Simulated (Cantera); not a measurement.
Reactions in the system C-N-O

Cantera with NASA thermochemical tables; ideal gases at 1 bar, condensed phases pure. Values are per mole of reaction as written; species without (g) are pure solids or liquids, kept so even where they would boil at 1 bar.

NO2(g) + C = NO(g) + CO(g)

```
T (K)  ΔH° (kJ)  ΔS° (J/K)  ΔG° (kJ)  log10 K
-----  --------  ---------  --------  -------
1948      -62.6      158.1    -370.6     9.94
2023      -63.4      157.7    -382.4     9.87
2098      -64.2      157.3    -394.2     9.82
2173      -65.0      156.9    -406.0     9.76
2248      -65.8      156.6    -417.8     9.71
2323      -66.7      156.2    -429.5     9.66
```
